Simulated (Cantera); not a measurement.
What does this Cantera script print?

```python
import numpy as np
import cantera as ct

gas = ct.Solution("h2o2.yaml")
gas.TPX = 1100, 58000, {'H2': 0.66, 'O2': 1, 'N2': 92}
inlet = ct.Reservoir(gas, clone=True)

reactor = ct.IdealGasConstPressureReactor(gas, energy="off", clone=False)
exhaust = ct.Reservoir(gas, clone=True)
tau = [10, 2.4, 0.54, 0.12, 0.028, 0.0064, 0.0014, 0.00033][0]
for a, b in ((inlet, reactor), (reactor, exhaust)):
    ct.MassFlowController(a, b, mdot=lambda t: reactor.mass / tau)
net = ct.ReactorNet([reactor])
show = ['H2', 'O2', 'H2O2', 'H', 'O', 'H2O']

rows = []
print(f"{'tau/s':>10s}{'T/K':>9s}" + "".join(f"{s:>11s}" for s in show))
for tau in [10, 2.4, 0.54, 0.12, 0.028, 0.0064, 0.0014, 0.00033]:
    net.initial_time = 0.0
    net.advance(30 * tau)
    before = gas.X
    net.advance(40 * tau)
    drift = np.max(np.abs(gas.X - before) / (gas.X + 1e-9))
    rows.append([gas.T, *gas[show].X, drift])
    print(f"{tau:10.3e}{gas.T:9.1f}" + "".join(f"{x:11.3e}" for x in gas[show].X))
```

Output:

```
     tau/s      T/K         H2         O2       H2O2          H          O        H2O
 1.000e+01   1100.0  1.141e-05  7.182e-03  1.555e-08  2.567e-07  1.874e-06  7.057e-03
 2.400e+00   1100.0  2.881e-05  7.188e-03  3.494e-08  1.059e-06  4.953e-06  7.037e-03
 5.400e-01   1100.0  7.197e-05  7.204e-03  7.286e-08  4.626e-06  1.314e-05  6.988e-03
 1.200e-01   1100.0  1.721e-04  7.244e-03  1.286e-07  2.009e-05  3.311e-05  6.873e-03
 2.800e-02   1100.0  3.872e-04  7.337e-03  1.856e-07  7.958e-05  7.571e-05  6.614e-03
 6.400e-03   1100.0  8.703e-04  7.575e-03  2.238e-07  2.851e-04  1.594e-04  6.005e-03
 1.400e-03   1100.0  2.002e-03  8.184e-03  2.257e-07  7.630e-04  2.746e-04  4.605e-03
 3.300e-04   1100.0  4.475e-03  9.452e-03  1.534e-07  8.372e-04  2.394e-04  2.094e-03
```

Detailed kinetics in Cantera: the H2/O2 subset of GRI-Mech 3.0, which has no nitrogen chemistry.
